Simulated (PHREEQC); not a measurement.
A solution holds 70 mmol/kgw NH4HF2, 2.9 mmol/kgw (NH4)2SiF6, 44 mmol/kgw HBF4 and 0.9 mmol/kgw HCl, at 22 °C. Closed to the air; pH follows from the charge balance.

Model: ion-association model, wateq4f.dat, run in PHREEQC.

No solid was allowed to form.

Question: Order these F species by the share of F that they hold, largest first: SiF6-2, H2F2, HF, BF4-, F-.

Answer: BF4- (53 %), HF (22 %), H2F2 (9.6 %), F- (6.7 %), SiF6-2 (5.2 %)

The pH is 2.52 and the ionic strength 0.0823 mol/kgw. wateq4f.dat counts part of the HF as a dimer, H2F2, which phreeqc.dat doesn't know; its constant is uncertain. SiF6-2 is the database's only silicon fluoride. Real BF4- forms and hydrolyses slowly; the run takes it at equilibrium.
